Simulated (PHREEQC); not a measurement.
1 kg of water holding 0.019 mol Na2CO3 and 0.053 mol NaHCO3 meets 20 L of dry gas (O2 1 by moles) at fixed total pressure, at 40 °C; fugacities by Peng-Robinson. The gases take part in no redox reaction, some water evaporates into the gas, and hydrates or a liquid gas phase aren't modelled. Precipitation was switched off in this run.

All values are PHREEQC results (ion-association model, phreeqc.dat), not measurements.

Predict dissolved O2 (mol/kgw) at P (atm) = 10, 40.


```tsv
P (atm)	dissolved O2 (mol/kgw)
10	0.00989
40	0.0375
```

Away from 25 °C the constants follow the database's enthalpies or fits; those with neither stay at their 25 °C values.
